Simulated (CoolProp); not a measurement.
Vapour-liquid equilibrium of C2F6 (R116) (1) + R143a (2) at 0.352 MPa; x and y are mole fractions of (1).

Values from CoolProp's multi-fluid Helmholtz-energy mixture model, Lemmon 2006 and Lemmon and Jacobsen 2000; pair parameters Bell 2016.

| x | bubble temperature, mixture model (K) | bubble temperature, Raoult's law (K) | y, mixture model | y, Raoult's law |
|---|---|---|---|---|
| 0.05 | 248.6 | 253.2 | 0.258 | 0.149 |
| 0.125 | 240.4 | 249.0 | ? | 0.328 |
| 0.2 | 235.0 | 245.4 | 0.612 | 0.466 |
| 0.275 | ? | 242.1 | 0.685 | 0.576 |
| 0.35 | 229.1 | 239.1 | ? | 0.663 |
| 0.425 | ? | 236.5 | 0.765 | 0.734 |
| 0.5 | 226.2 | 234.0 | 0.790 | 0.792 |
| 0.575 | 225.2 | 231.8 | 0.811 | 0.840 |
| 0.65 | 224.4 | 229.7 | 0.832 | 0.880 |
| 0.725 | 223.7 | 227.8 | 0.854 | 0.913 |
| 0.8 | 223.0 | 226.0 | 0.879 | 0.942 |
| 0.875 | 222.5 | 224.4 | 0.913 | 0.967 |
| 0.95 | 222.0 | 222.9 | 0.958 | 0.988 |

**Question.** Some entries are withheld; supply them.

**Answer.** 
- 0.125, y, mixture model: 0.488
- 0.275, bubble temperature, mixture model (K): 231.5
- 0.35, y, mixture model: 0.732
- 0.425, bubble temperature, mixture model (K): 227.4

The largest gap from Raoult's law is -10.6 K in bubble temperature, at x = 0.275. No azeotrope shows between x = 0.05 and 0.95.

The pair parameters rest on a limited set of measurements; away from them the model extrapolates.
